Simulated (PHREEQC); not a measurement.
Polishing slurry liquid (model solution)

Solution (20 °C): 0.216 mol NH3 and 0.0048 mol KH2PO4 per kg of water. Closed to the air; pH follows from the charge balance.

Computed with PHREEQC (ion-association model, phreeqc.dat).

This is a speciation only: nothing precipitates in the calculation.

**Question.** Estimate the pH.

**Answer.** pH 11.01.

**Question.** In which forms is P present?

**Answer.** HPO4-2 92 %, PO4-3 7.3 %, KHPO4- 0.5 % of the P.

Species that the database lacks are ignored.
